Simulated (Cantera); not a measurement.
A closed system holds: 1 mol FeS, 0.15 mol SO3, 0.066 mol H2O, held at 1523 K and 370000 Pa.

Cantera equilibrium calculation (NASA polynomials, part measured and part estimated; ideal gas, pure solids and liquids). Candidate condensed phases: Fe, FeO, Fe(OH)2, Fe(OH)3, FeS, FeSO4, FeS2, Fe2O3, Fe2(SO4)3, Fe3O4, H2O, H2SO4, S; 22 gas species. Metal and sulfide melt together well below either melting point, which pure phases cannot show. Mutual solubility and eutectic melting of coexisting phases are not modelled. The tables' stoichiometric FeO is somewhat more stable than real wüstite, so its field is too wide. FeO, FeS: taken at fixed stoichiometry. Equilibrium is a limit: real reactors are often held back by kinetics, nucleation or transport.

Base state: SO2 0.681, H2O 0.228, S2 0.0666, H2S 0.00825, S2O 0.00746, H2 0.00511, SO 0.00301, SH 0.000327 (mole fractions); condensed: FeO(s) + FeS(l).

Question: What changes in the equilibrium state with this change: H2O from 0.066 to 0.13 mol?

Answer: 
```csv
species,before,after
SO2,0.681,0.549
H2O,0.228,0.363
S2,0.0666,0.0577
H2S,0.00825,0.0131
H2,0.00511,0.00871
S2O,0.00746,0.00601
SH,0.000327,0.000397
SO,0.00301,0.00261
"FeO(s), mol",0.0793,0.0838
"FeS(l), mol",0.921,0.916
```

Question: What changes in the equilibrium state with this change: temperature from 1523 K to 1223.15 K?

Answer: 
| species | before | after |
|---|---|---|
| SO2 | 0.681 | 0.709 |
| H2O | 0.228 | 0.242 |
| S2 | 0.0666 | 0.0343 |
| SH | 0.000327 | 2.68e-5 |
| SO | 0.00301 | 0.000248 |
| H2 | 0.00511 | 0.00118 |
| S2O | 0.00746 | 0.00498 |
| H2S | 0.00825 | 0.00791 |
| FeO(s), mol | 0.0793 | 0 |
| FeS(l), mol | 0.921 | 0 |
| FeS(s), mol | 0 | 0.941 |
| Fe3O4(s), mol | 0 | 0.0197 |
FeS: taken at fixed stoichiometry. Gases not in the tables: S3 to S7.
